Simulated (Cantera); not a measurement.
**Hydrocarbon pyrolysis for carbon deposition**

An isothermal, constant-pressure homogeneous reactor starts with C2H6 : N2 = 1 : 6.4 (molar parts), at 1498 K and 35.0 Pa.

Model: GRI-Mech 3.0 (53 species, 325 reactions), integrated in Cantera. GRI-Mech 3.0 stops at C3 and has no aromatics, soot or wall deposition, so with more carbon than oxygen in the feed, carbon stays in small species such as C2H2 where larger ones or solid carbon would form. Radical loss at walls, strong at low pressure, is not modelled.

```
t (s)       x C2H6    x C2H2       x H     x CH3     x CH4     x CH2
--------  --------  --------  --------  --------  --------  --------
4.00e-6      0.135    <1e-12  6.46e-10   3.56e-6  1.70e-10    <1e-12
1.39e-5      0.135    <1e-12   2.21e-9   1.24e-5   2.01e-9    <1e-12
4.80e-5      0.135    <1e-12   7.42e-9   4.28e-5   2.41e-8  1.53e-12
0.000167     0.135    <1e-12   2.81e-8  0.000148   2.88e-7  7.48e-11
0.000577     0.135  2.18e-12   2.57e-7  0.000510   3.45e-6   3.30e-9
0.00200      0.134  3.79e-10   4.37e-6   0.00173   4.08e-5   1.24e-7
0.00693      0.131   2.28e-7   6.01e-5   0.00547  0.000460   2.53e-6
0.0240       0.108  0.000156  0.000294    0.0158   0.00477   1.38e-5
0.0833      0.0247    0.0112  0.000888    0.0226    0.0349   2.76e-5
0.289     0.000174    0.0549  0.000497   0.00386    0.0490   5.44e-6
1.00       1.21e-5    0.0752  0.000173   0.00109    0.0459   7.89e-7
```
x: mole fraction; the columns are a selection and need not sum to one.

Equilibrium at this temperature and pressure: C2H6 <1e-12, C2H2 0.0588, H 0.000426, CH3 2.92e-7, CH4 7.19e-6, CH2 4.84e-10 (gas phase only).
